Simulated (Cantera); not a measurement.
Charge: 1 mol Fe2O3, 8.8 mol Cl2, 11 mol N2, at 0.270 bar.

These are equilibrium values from Cantera (NASA tables, ideal gas, pure condensed phases), not measurements of a reactor. Candidate condensed phases: Fe, FeCl2, FeCl3, FeO, Fe2O3, Fe3O4; 19 gas species. Kinetics and transport are ignored.

What share of the Fe ends up in condensed phases as a function of T (K), at 900, 1000, 1100, 1200, 1300, 1400, 1500, 1600, 1700?


| T (K) | Fe condensed (%) | as |
|---|---|---|
| 900 | 91.2 | Fe2O3(s) |
| 1000 | 74.6 | Fe2O3(s) |
| 1100 | 43.3 | Fe2O3(s) |
| 1200 | 0.0 | - |
| 1300 | 0.0 | - |
| 1400 | 0.0 | - |
| 1500 | 0.0 | - |
| 1600 | 0.0 | - |
| 1700 | 0.0 | - |
